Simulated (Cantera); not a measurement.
A perfectly stirred reactor is fed with C2H6 : N2 = 1 : 4.2 (molar parts), at 20.0 Torr; it is held at 1473 K, and followed from long to short residence time.

Model: GRI-Mech 3.0 (53 species, 325 reactions), integrated in Cantera. GRI-Mech 3.0 stops at C3 and has no aromatics, soot or wall deposition, so with more carbon than oxygen in the feed, carbon stays in small species such as C2H2 where larger ones or solid carbon would form. Radical loss at walls, strong at low pressure, is not modelled.

**Question.** What does this change do: pressure from 20.0 Torr to 100.0 Torr?

**Answer.** 
```json
[
 {"quantity": "x(C2H6) at τ = 1.70 s", "before": "0.000312", "after": "0.000174"},
 {"quantity": "x(CH4) at τ = 1.70 s", "before": "0.0354", "after": "0.0336"},
 {"quantity": "x(C2H) at τ = 1.70 s", "before": "1.12e-7", "after": "3.93e-8"},
 {"quantity": "x(CH3) at τ = 1.70 s", "before": "0.000411", "after": "0.000136"},
 {"quantity": "x(HCN) at τ = 1.70 s", "before": "2.98e-7", "after": "5.73e-8"},
 {"quantity": "x(C2H6) at τ = 28.0 ms", "before": "0.0118", "after": "0.00486"},
 {"quantity": "x(CH4) at τ = 28.0 ms", "before": "0.0691", "after": "0.0568"},
 {"quantity": "x(C2H) at τ = 28.0 ms", "before": "1.57e-7", "after": "8.51e-8"},
 {"quantity": "x(CH3) at τ = 28.0 ms", "before": "0.00245", "after": "0.000726"},
 {"quantity": "x(HCN) at τ = 28.0 ms", "before": "9.27e-8", "after": "3.68e-8"}
]
```

**Question.** What does this change do: C2H6 1 to 0.3 parts?

**Answer.** 
```json
[
 {"quantity": "x(C2H6) at τ = 1.70 s", "before": "0.000312", "after": "0.000148"},
 {"quantity": "x(CH4) at τ = 1.70 s", "before": "0.0354", "after": "0.0122"},
 {"quantity": "x(C2H) at τ = 1.70 s", "before": "1.12e-7", "after": "9.20e-8"},
 {"quantity": "x(CH3) at τ = 1.70 s", "before": "0.000411", "after": "0.000274"},
 {"quantity": "x(HCN) at τ = 1.70 s", "before": "2.98e-7", "after": "1.12e-6"},
 {"quantity": "x(C2H6) at τ = 28.0 ms", "before": "0.0118", "after": "0.00555"},
 {"quantity": "x(CH4) at τ = 28.0 ms", "before": "0.0691", "after": "0.0227"},
 {"quantity": "x(C2H) at τ = 28.0 ms", "before": "1.57e-7", "after": "1.20e-7"},
 {"quantity": "x(CH3) at τ = 28.0 ms", "before": "0.00245", "after": "0.00162"},
 {"quantity": "x(HCN) at τ = 28.0 ms", "before": "9.27e-8", "after": "3.06e-7"}
]
```

**Question.** What does this change do: N2 4.2 to 37 parts?

**Answer.** 
```json
[
 {"quantity": "x(C2H6) at τ = 1.70 s", "before": "0.000312", "after": "7.08e-5"},
 {"quantity": "x(CH4) at τ = 1.70 s", "before": "0.0354", "after": "0.00412"},
 {"quantity": "x(C2H) at τ = 1.70 s", "before": "1.12e-7", "after": "7.64e-8"},
 {"quantity": "x(CH3) at τ = 1.70 s", "before": "0.000411", "after": "0.000179"},
 {"quantity": "x(HCN) at τ = 1.70 s", "before": "2.98e-7", "after": "3.15e-6"},
 {"quantity": "x(C2H6) at τ = 28.0 ms", "before": "0.0118", "after": "0.00267"},
 {"quantity": "x(CH4) at τ = 28.0 ms", "before": "0.0691", "after": "0.00743"},
 {"quantity": "x(C2H) at τ = 28.0 ms", "before": "1.57e-7", "after": "9.37e-8"},
 {"quantity": "x(CH3) at τ = 28.0 ms", "before": "0.00245", "after": "0.00107"},
 {"quantity": "x(HCN) at τ = 28.0 ms", "before": "9.27e-8", "after": "7.40e-7"}
]
```
